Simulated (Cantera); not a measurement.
An isothermal, constant-pressure homogeneous reactor starts with N2O : O2 = 1 : 1.8 (molar parts), at 1000 K and 62000 Pa. Integrator tolerance rtol = 1e-08.

Detailed kinetics in Cantera: GRI-Mech 3.0 (53 species, 325 reactions). GRI-Mech 3.0 was tuned for natural gas; its chemistry of N2O as a main component is partial and can be far from experiment. The mechanism lacks the step 2 NO + O2 → 2 NO2, which can matter for NO2 below about 1400 K. The temperature is held fixed by assumption; the heat of reaction is taken as removed at once.

Task: What does this change do: temperature 1000 to 1150 K?

Result: 
```json
[
 {"quantity": "x(N2O) at 4.00 s", "before": "0.351 (gas-phase equilibrium 1.43e-9)", "after": "0.198 (gas-phase equilibrium 5.27e-9)"},
 {"quantity": "x(O2) at 4.00 s", "before": "0.644 (gas-phase equilibrium 0.697)", "after": "0.661 (gas-phase equilibrium 0.697)"},
 {"quantity": "x(N2) at 4.00 s", "before": "0.00527 (gas-phase equilibrium 0.303)", "after": "0.129 (gas-phase equilibrium 0.303)"},
 {"quantity": "x(O) at 4.00 s", "before": "4.00e-8 (gas-phase equilibrium 1.68e-10)", "after": "6.17e-7 (gas-phase equilibrium 8.87e-9)"},
 {"quantity": "x(NO) at 4.00 s", "before": "0.000212 (gas-phase equilibrium 3.55e-5)", "after": "0.0108 (gas-phase equilibrium 0.000149)"}
]
```
